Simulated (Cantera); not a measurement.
A Cantera script and its output.

```python
import numpy as np
import cantera as ct

gas = ct.Solution("gri30.yaml")
gas.TPX = 1600, 95000, {'CH4': 0.0041, 'O2': 0.0024, 'N2': 1, 'H2': 0.0059}
inlet = ct.Reservoir(gas, clone=True)

reactor = ct.IdealGasConstPressureReactor(gas, energy="off", clone=False)
exhaust = ct.Reservoir(gas, clone=True)
tau = [12, 2.3, 0.43, 0.079, 0.015, 0.0027, 0.0005][0]
for a, b in ((inlet, reactor), (reactor, exhaust)):
    ct.MassFlowController(a, b, mdot=lambda t: reactor.mass / tau)
net = ct.ReactorNet([reactor])
show = ['CH4', 'O2', 'C2H', 'CH2O', 'CH2CO', 'CO', 'H2O']

rows = []
print(f"{'tau/s':>10s}{'T/K':>9s}" + "".join(f"{s:>11s}" for s in show))
for tau in [12, 2.3, 0.43, 0.079, 0.015, 0.0027, 0.0005]:
    net.initial_time = 0.0
    net.advance(30 * tau)
    before = gas.X
    net.advance(40 * tau)
    drift = np.max(np.abs(gas.X - before) / (gas.X + 1e-9))
    rows.append([gas.T, *gas[show].X, drift])
    print(f"{tau:10.3e}{gas.T:9.1f}" + "".join(f"{x:11.3e}" for x in gas[show].X))
```

It prints:

```
     tau/s      T/K        CH4         O2        C2H       CH2O      CH2CO         CO        H2O
 1.200e+01   1600.0  4.699e-04  4.959e-06  1.737e-09  1.386e-08  1.660e-07  1.774e-03  2.625e-03
 2.300e+00   1600.0  8.057e-04  2.330e-05  2.200e-09  5.496e-08  5.482e-07  1.385e-03  3.007e-03
 4.300e-01   1600.0  1.182e-03  9.147e-05  2.702e-09  2.428e-07  1.800e-06  1.224e-03  3.084e-03
 7.900e-02   1600.0  1.517e-03  2.886e-04  3.573e-09  1.021e-06  4.663e-06  1.105e-03  2.848e-03
 1.500e-02   1600.0  1.995e-03  7.768e-04  4.094e-09  3.811e-06  7.884e-06  8.369e-04  2.176e-03
 2.700e-03   1600.0  3.142e-03  1.805e-03  1.282e-09  1.052e-05  4.764e-06  2.402e-04  8.238e-04
 5.000e-04   1600.0  3.997e-03  2.345e-03  5.638e-13  2.585e-06  1.171e-08  2.380e-06  4.540e-05
```

Computed with Cantera and GRI-Mech 3.0 (53 species, 325 reactions).
